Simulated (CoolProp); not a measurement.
Vapour-liquid equilibrium of C3F8 (R218) (1) + R134a (2) at 0.0854 MPa; x and y are mole fractions of (1).

Values from CoolProp's multi-fluid Helmholtz-energy mixture model, Lemmon 2006 and Tillner-Roth 1994; pair parameters Bell 2016.

| x | bubble temperature (K) | y at the bubble point | dew temperature at overall composition x (K) | liquid density (mol/L) |
|---|---|---|---|---|
| 0.05 | 238.2 | 0.253 | 242.4 | 13.33 |
| 0.15 | 232.8 | 0.471 | 240.4 | 12.71 |
| 0.25 | 230.6 | 0.555 | 238.3 | 12.07 |
| 0.35 | 229.7 | 0.595 | 235.9 | 11.47 |
| 0.45 | 229.2 | 0.619 | 233.4 | 10.92 |
| 0.55 | 229.0 | 0.639 | 230.7 | 10.42 |
| 0.65 | 228.9 | 0.663 | 228.9 | 9.966 |
| 0.75 | 229.0 | 0.699 | 229.4 | 9.558 |
| 0.85 | 229.5 | 0.762 | 230.5 | 9.184 |
| 0.95 | 231.1 | 0.888 | 231.9 | 8.828 |

y crosses x between x = 0.65 and 0.75: the model has an azeotrope there.

The pair parameters rest on a limited set of measurements; away from them the model extrapolates.
